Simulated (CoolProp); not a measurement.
Vapour-liquid equilibrium of R22 (1) + R134a (2) at 333.1 K; x and y are mole fractions of (1).

Values from CoolProp's multi-fluid Helmholtz-energy mixture model, Kamei 1995 and Tillner-Roth 1994; pair parameters Bell 2016.

| x | bubble pressure, mixture model (kPa) | bubble pressure, Raoult's law (kPa) | y, mixture model | y, Raoult's law |
|---|---|---|---|---|
| 0.05 | [?] | 1717 | [?] | 0.071 |
| 0.15 | 1814 | 1792 | 0.190 | 0.203 |
| 0.25 | [?] | 1866 | 0.303 | 0.325 |
| 0.35 | 1978 | 1941 | [?] | 0.437 |
| 0.45 | 2055 | 2015 | [?] | 0.542 |
| 0.55 | [?] | 2090 | 0.604 | 0.638 |
| 0.65 | 2199 | 2164 | [?] | 0.728 |
| 0.75 | 2267 | 2239 | [?] | 0.812 |
| 0.85 | 2332 | 2313 | 0.872 | 0.891 |
| 0.95 | 2395 | 2388 | 0.957 | 0.965 |

Question: Some entries are withheld; supply them.

Answer: 
- 0.05, bubble pressure, mixture model (kPa): 1726
- 0.05, y, mixture model: 0.066
- 0.25, bubble pressure, mixture model (kPa): 1898
- 0.35, y, mixture model: 0.409
- 0.45, y, mixture model: 0.509
- 0.55, bubble pressure, mixture model (kPa): 2129
- 0.65, y, mixture model: 0.696
- 0.75, y, mixture model: 0.785

The largest gap from Raoult's law is +2.0 % in bubble pressure, at x = 0.45. No azeotrope shows between x = 0.05 and 0.95.

Pair parameters are fitted to limited data, so mixtures are less certain than the pure fluids.
